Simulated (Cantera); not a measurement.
Charge: 1 mol B2O3, 1.5 mol N2, at 18.0 Pa.

Method: chemical equilibrium by Gibbs-energy minimisation in Cantera with the NASA 1993 tables (ideal gas, pure condensed phases). Candidate condensed phases: B, BN, B2O3; 17 gas species. The numbers say what is thermodynamically allowed, not how fast it happens.

log p: log10 of the partial pressure in bar; n: condensed amount in mol.

```json
[
 {"T (K)": "1198", "log p N2": "-3.74", "log p B2O3": "-8.06", "log p BO": "-12.19", "log p BO2": "-12.07", "log p O": "<-15", "log p O2": "<-15", "n B2O3(l)": "1.000"},
 {"T (K)": "1398", "log p N2": "-3.75", "log p B2O3": "-5.64", "log p BO": "-9.29", "log p BO2": "-9.12", "log p O": "-12.69", "log p O2": "[?]", "n B2O3(l)": "0.981"},
 {"T (K)": "1598", "log p N2": "-3.97", "log p B2O3": "-4.14", "log p BO": "-7.25", "log p BO2": "-7.10", "log p O": "-10.22", "log p O2": "[?]", "n B2O3(l)": "0"},
 {"T (K)": "1798", "log p N2": "-3.97", "log p B2O3": "-4.15", "log p BO": "-6.20", "log p BO2": "-6.16", "log p O": "-8.41", "log p O2": "[?]", "n B2O3(l)": "0"},
 {"T (K)": "1998", "log p N2": "-3.98", "log p B2O3": "-4.18", "log p BO": "-5.39", "log p BO2": "-5.42", "log p O": "-6.93", "log p O2": "[?]", "n B2O3(l)": "0"},
 {"T (K)": "2198", "log p N2": "-4.01", "log p B2O3": "-4.31", "log p BO": "-4.75", "log p BO2": "-4.89", "log p O": "-5.78", "log p O2": "[?]", "n B2O3(l)": "0"},
 {"T (K)": "2398", "log p N2": "-4.10", "log p B2O3": "-4.74", "log p BO": "-4.31", "log p BO2": "-4.68", "log p O": "-4.97", "log p O2": "[?]", "n B2O3(l)": "0"}
]
```

Q: Fill in the missing entries.

A: 
- 1398, log p O2: -13.31
- 1598, log p O2: -10.74
- 1798, log p O2: -8.97
- 1998, log p O2: -7.50
- 2198, log p O2: -6.42
- 2398, log p O2: -5.81
